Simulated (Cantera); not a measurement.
Charge: 1 mol Pb, 1.3 mol H2S, 1.1 mol N2, 0.22 mol NH3, at 1727 °C and 0.133 bar.

Method: chemical equilibrium by Gibbs-energy minimisation in Cantera with the NASA 1993 tables (ideal gas, pure condensed phases). Candidate condensed phases: Pb, PbS, S; 18 gas species. Rates play no part.

Base state: H2 0.366, N2 0.292, PbS 0.149, Pb 0.0923, S2 0.0656, H2S 0.0202, SH 0.0111, H 0.00269 (mole fractions); condensed: gas only.

Task: What changes in the equilibrium state with this change: pressure from 0.133 bar to 0.0220 bar?

Result: 
```tsv
species	before	after
H2	0.366	0.362
N2	0.292	0.283
Pb	0.0923	0.133
PbS	0.149	0.100
S2	0.0656	0.0873
H2S	0.0202	0.00936
SH	0.0111	0.0127
S	0.00223	0.00634
H	0.00269	0.00659
```

Task: What changes in the equilibrium state with this change: temperature from 1727 °C to 1200 °C?

Result: 
```
species   before    after
-------  -------  -------
H2         0.366    0.353
N2         0.292    0.310
PbS        0.149    0.238
Pb        0.0923   0.0186
S2        0.0656   0.0148
SH        0.0111  0.00105
H2S       0.0202   0.0649
S        0.00223  9.87e-6
H        0.00269  2.06e-5
```

Task: What changes in the equilibrium state with this change: temperature from 1727 °C to 1800 °C?

Result: 
```
species   before    after
-------  -------  -------
H2         0.366    0.363
N2         0.292    0.289
PbS        0.149    0.133
Pb        0.0923    0.105
S2        0.0656   0.0712
SH        0.0111   0.0134
H2S       0.0202   0.0172
S        0.00223  0.00369
H        0.00269  0.00434
```
